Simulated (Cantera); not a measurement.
Mixture: 23.6 % CH3OH, 16.1 % O2, 60.3 % N2, at 17300 Torr, adiabatic and at constant pressure. Ignition delay is the time to a rise of 400 K.

Computed with Cantera and GRI-Mech 3.0 (53 species, 325 reactions). GRI-Mech 3.0 was tuned for natural gas; its chemistry of methanol as a main component is partial and can be far from experiment. The pressure lies above the range GRI-Mech 3.0 was tuned for (to about 10 atm).

Problem. Predict: delay at 1000 K; delay at 1100 K; delay at 1200 K; delay at 1300 K; delay at 1400 K; apparent activation energy between 1350 and 1450 K.

Solution. 
| Property | Value |
|---|---|
| delay at 1000 K | 42.0 ms |
| delay at 1100 K | 4.52 ms |
| delay at 1200 K | 0.704 ms |
| delay at 1300 K | 0.148 ms |
| delay at 1400 K | 39.5 µs |
| apparent activation energy between 1350 and 1450 K | 200 kJ/mol |
